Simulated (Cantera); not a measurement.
Feed: 1 mol SiHCl3, 33 mol NH3, 76 mol H2, equilibrated at 1950 K and 2.90 mbar.

These are equilibrium values from Cantera (NASA tables, ideal gas, pure condensed phases), not measurements of a reactor. Candidate condensed phases: NH4Cl, Si, Si3N4; 28 gas species. The tables' values for SiCl, SiN are old estimates; treat these amounts as uncertain. Gases not in the tables: Si2H6 and higher silanes. Equilibrium is a limit: real reactors are often held back by kinetics, nucleation or transport.

Base state: H2 0.842, N2 0.113, H 0.0195, HCl 0.0186, Si 0.00549, SiCl2 0.000696, Cl 0.000323, SiCl 0.000228 (mole fractions); condensed: gas only.

Q: What changes in the equilibrium state with this change: H2 from 76 to 0.18 mol?

A: 
```
species       before    after
----------  --------  -------
H2             0.842    0.697
N2             0.113    0.238
HCl           0.0186   0.0336
H             0.0195   0.0178
Si           0.00549  0.00821
SiCl2       0.000696  0.00413
Si3          4.95e-6  1.65e-5
Si(l), mol         0   0.0423
```
